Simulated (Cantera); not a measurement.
Feed: 1 mol SiHCl3, 0.55 mol NH3, 89 mol H2, held at 1.00 bar.

These are equilibrium values from Cantera (NASA tables, ideal gas, pure condensed phases), not measurements of a reactor. Candidate condensed phases: NH4Cl, Si, Si3N4; 28 gas species. Mutual solubility and eutectic melting of coexisting phases are not modelled. Equilibrium is a limit: real reactors are often held back by kinetics, nucleation or transport.

Over these rows the condensed part is Si(s) + Si3N4(s). Partial pressures as log10 of bar:

```csv
T (K),1000/T (1/K),log p SiCl4,log p H2,log p HCl
1173,0.8525,-2.76,-0.01,-1.82
1223,0.8177,-2.92,-0.01,-1.73
1273,0.7855,-3.13,-0.01,-1.67
1323,0.7559,-3.38,-0.01,-1.62
1373,0.7283,?,-0.01,-1.60
1423,0.7027,-3.98,-0.01,-1.58
```

Problem. Fit log p(SiCl4) = a + b·(1000/T) to the five rows, give the apparent enthalpy, and predict the row at 1373 K.

Solution. Means: 1000/T = 0.7829, log p = -3.234. Sxy = 0.107959, Sxx = 0.0132230, so b = 8.16 and a = -3.234 − (8.16)×0.7829 = -9.62.
Apparent enthalpy: −19.145 × (8.16) = -156 kJ/mol. With the condensed phases at unit activity, Si(s) + 4 HCl(g) = SiCl4(g) + 2 H2(g) links this pressure to the main gases: over the six rows their terms move log p by +0.96 in all, so the slope isn't that reaction's ΔH° alone. The five rows lie within 0.10 of the line.
Prediction at 1373 K: -9.62 + (8.16)×0.7283 = -3.68. The computed value is -3.67, 0.01 from the line.
